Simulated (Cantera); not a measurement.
A perfectly stirred reactor is fed with CH4 : H2 : O2 : N2 = 1 : 0.68 : 2.75 : 10.4 (molar parts), equivalence ratio 0.85, at 0.780 atm; it is adiabatic with a 475 K inlet, and is followed from long to short residence time, starting on the burning branch (τ in s: 0.045, 0.018, 0.0069, 0.0027, 0.001, 0.0004, 0.00016, 6.1e-05, 2.4e-05).

Computed with Cantera and GRI-Mech 3.0 (53 species, 325 reactions).

One state of this run: T (K) = 1893; x CH4 = 0.000187; x H2 = 0.0116; x O2 = 0.0400; x HCN = 3.24e-7; x CH2O = 2.31e-5; x CO = 0.0187. x: mole fraction; the columns are a selection and need not sum to one.

Task: Which value of τ (s) does it belong to?
A) 0.0027
B) 0.0069
C) 0.0010
D) 0.00040

Result: D, 0.00040
